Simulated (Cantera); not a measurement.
An isothermal, constant-pressure homogeneous reactor starts with CH4 : H2 : N2 = 0.027 : 1 : 0.015 (molar parts), at 2450 K and 100.0 Torr.

Computed with Cantera and GRI-Mech 3.0 (53 species, 325 reactions). GRI-Mech 3.0 stops at C3 and has no aromatics, soot or wall deposition, so with more carbon than oxygen in the feed, carbon stays in small species such as C2H2 where larger ones or solid carbon would form.

**Question.** Predict: x(CH4) at 7.00 s; x(H2) at 7.00 s; x(CH3) at 7.00 s; x(HCN) at 7.00 s; x(C2H4) at 7.00 s; x(C2H2) at 7.00 s; x(CH2) at 7.00 s.

**Answer.** 
```json
{
  "x(CH4) at 7.00 s": "2.12e-5 (gas-phase equilibrium 1.89e-5)",
  "x(H2) at 7.00 s": "0.921 (gas-phase equilibrium 0.921)",
  "x(CH3) at 7.00 s": "2.21e-5 (gas-phase equilibrium 1.97e-5)",
  "x(HCN) at 7.00 s": "0.00185 (gas-phase equilibrium 0.00752)",
  "x(C2H4) at 7.00 s": "1.20e-6 (gas-phase equilibrium 9.02e-7)",
  "x(C2H2) at 7.00 s": "0.0113 (gas-phase equilibrium 0.00847)",
  "x(CH2) at 7.00 s": "2.03e-6 (gas-phase equilibrium 1.81e-6)"
}
```
